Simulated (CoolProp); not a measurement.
Toluene along the isobar 2.71 bar: Z from the reference equation and from simpler models built on Tc = 318.6 °C, pc = 41.26 bar, ω = 0.266; each cubic takes its own stable root.

Values from CoolProp's reference Helmholtz-energy equation of state, Lemmon 2006. It is a short technical equation, of lower accuracy than the large ones.

```tsv
T (°C)	phase	reference
72.95	liquid	0.01062
81.55	liquid	0.01047
90.25	liquid	0.01033
98.95	liquid	0.01020
107.65	liquid	0.01008
116.25	liquid	0.009970
124.95	liquid	0.009869
133.65	liquid	0.009777
142.35	liquid	0.009695
150.95	gas	0.9208
159.65	gas	0.9266
168.35	gas	0.9319
177.05	gas	0.9366
185.75	gas	0.9409
```

Question: How far does each simpler model (van der Waals, Redlich-Kwong, Peng-Robinson) lie from the reference over these 14 states: mean and median of the absolute difference, and the worst?

Answer: 
- van der Waals: mean 5931.5 %, median 8882.3 %, worst +9735.0 % at 142.35 °C and 2.71 bar
- Redlich-Kwong: mean 1365.8 %, median 15.3 %, worst +9562.7 % at 142.35 °C and 2.71 bar
- Peng-Robinson: mean 1.0 %, median 1.0 %, worst -1.2 % at 107.65 °C and 2.71 bar

At some of these states van der Waals, Redlich-Kwong gives the other phase, because its saturation line lies elsewhere.
